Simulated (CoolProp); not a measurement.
A simple Rankine cycle with isobutane: condensing at 288.15 K, boiler at 0.949 MPa, turbine inlet 352 K, turbine efficiency 0.8, pump efficiency 0.6, no recuperator. Each further row changes one setting.

Computed with CoolProp (reference Helmholtz-energy equation of state, Bücker 2006).

```
case                             thermal efficiency (%)  net work (kJ/kg)  heat in (kJ/kg)  turbine exit temperature (K)  volume ratio over the turbine
-------------------------------  ----------------------  ----------------  ---------------  ----------------------------  -----------------------------
as stated                                    (withheld)              42.0              434                    (withheld)                           3.74
turbine inlet 372 K                                 9.6        (withheld)       (withheld)                         338.9                     (withheld)
condensing temperature 280.15 K                    11.2              50.5              452                         311.7                     (withheld)
boiler pressure 0.664 MPa                           7.3        (withheld)              444                    (withheld)                           2.55
turbine efficiency 0.7                              8.4              36.5              434                         320.7                           3.78
```

**Question.** Some entries are withheld; supply them.

**Answer.** 
- as stated, thermal efficiency (%): 9.7
- as stated, turbine exit temperature (K): 317.7
- turbine inlet 372 K, net work (kJ/kg): 45.8
- turbine inlet 372 K, heat in (kJ/kg): 477
- turbine inlet 372 K, volume ratio over the turbine: 3.68
- condensing temperature 280.15 K, volume ratio over the turbine: 4.81
- boiler pressure 0.664 MPa, net work (kJ/kg): 32.3
- boiler pressure 0.664 MPa, turbine exit temperature (K): 328.5
